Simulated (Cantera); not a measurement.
Charge: 1 mol CH₂F₂, 9.7 mol H₂, held at 3200 °C and 0.0350 bar.

Method: chemical equilibrium by Gibbs-energy minimisation in Cantera with the NASA 1993 tables (ideal gas, pure condensed phases). Candidate condensed phases: C, C₆H₆, C₇H₈, C₈H₁₈; 95 gas species. Equilibrium is a limit: real reactors are often held back by kinetics, nucleation or transport.

Base state: H 0.802, HF 0.0841, H₂ 0.0730, C 0.0150, F 0.0120, C₃ 0.00656, C₂ 0.00343, C₂H 0.00226 (mole fractions); condensed: gas only.

Task: What changes in the equilibrium state with this change: H₂ from 9.7 to 0.062 mol?

Result: 
```csv
species,before,after
HF,0.0841,0.409
H,0.802,0.241
F,0.0120,0.194
CF,0.000684,0.0243
H₂,0.0730,0.00660
C₃,0.00656,0.0699
C₂,0.00343,0.0166
C,0.0150,0.0329
CF₂,8.59e-7,0.000494
C₅,1.88e-5,0.000969
C₂HF,1.39e-6,3.26e-5
C₄,1.53e-5,0.000360
C₂H₂ (acetylene),0.000673,0.000294
```
